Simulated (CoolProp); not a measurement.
Values from CoolProp's reference Helmholtz-energy equation of state, Thol 2015.

Task: Give the vapour pressure (MPa), liquid density (kg/m³), vapour density (kg/m³), enthalpy of vaporisation (kJ/kg) of saturated octamethylcyclotetrasiloxane (D4) at 412.6 K.

Result: 
```tsv
T (K)	p (MPa)	liquid density (kg/m³)	vapour density (kg/m³)	enthalpy of vaporisation (kJ/kg)
412.6	0.0363	814	3.25	145
```
